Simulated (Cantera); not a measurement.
Feed: 1 mol CH3SiH3, 0.014 mol C2H4, 3.3 mol H2, at 2025 °C and 94.0 mbar.

These are equilibrium values from Cantera (NASA tables, ideal gas, pure condensed phases), not measurements of a reactor. Candidate condensed phases: C, C6H6, C7H8, C8H18, Si, SiC; 87 gas species. The feed counts by its element totals alone. Gases not in the tables: Si2H6 and higher silanes. Equilibrium is a limit: real reactors are often held back by kinetics, nucleation or transport.

Base state: H2 0.964, H 0.0307, C2H2 (acetylene) 0.00307, Si 0.00161, SiH 0.000179, SiC2 0.000164, Si2C 0.000130, SiH2 7.38e-5 (mole fractions); condensed: SiC(s).

Task: What changes in the equilibrium state with this change: temperature from 2025 °C to 2152 °C?

Result: 
```csv
species,before,after
H2,0.964,0.929
H,0.0307,0.0563
Si,0.00161,0.00646
Si2,5.14e-6,3.51e-5
SiC2,0.000164,0.00103
Si2C,0.000130,0.000757
C2H,4.39e-6,2.05e-5
"SiC(s), mol",0.985,0.936
```

Task: What changes in the equilibrium state with this change: CH3SiH3 replaced by Si(CH3)4?

Result: 
| species | before | after |
|---|---|---|
| H2 | 0.964 | 0.963 |
| H | 0.0307 | 0.0307 |
| C2H2 (acetylene) | 0.00307 | 0.00412 |
| Si | 0.00161 | 0.00139 |
| SiH2 | 7.38e-5 | 6.36e-5 |
| SiH | 0.000179 | 0.000154 |
| SiC(s), mol | 0.985 | 0.981 |
| C(graphite), mol | 0 | 2.96 |

Task: What changes in the equilibrium state with this change: C2H4 from 0.014 to 0.17 mol?

Result: 
```
species             before     after
----------------  --------  --------
H2                   0.964     0.963
H                   0.0307    0.0307
C2H2 (acetylene)   0.00307   0.00412
Si                 0.00161   0.00139
SiH2               7.38e-5   6.36e-5
SiH               0.000179  0.000154
Si2C              0.000130  0.000112
SiC2              0.000164  0.000191
CH3                9.68e-6   1.12e-5
SiC(s), mol          0.985     0.986
C(graphite), mol         0     0.294
```
